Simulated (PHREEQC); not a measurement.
Dissolve 0.00055 mol HF, 0.16 mol KF and 4.7e-05 mol H3PO4 per kg of water at 50 °C. Closed to the air; pH follows from the charge balance.

The numbers come from PHREEQC with the ion-association model, phreeqc.dat.

This is a speciation only: nothing precipitates in the calculation.

Q: Order these P species by the share of P that they hold, largest first: H2PO4-, KHPO4-, HPO4-2.

A: H2PO4- (88 %), HPO4-2 (11 %), KHPO4- (1.0 %)

The pH is 5.87 and the ionic strength 0.160 mol/kgw. Species that the database lacks are ignored. Away from 25 °C the constants follow the database's enthalpies or fits; those with neither stay at their 25 °C values.
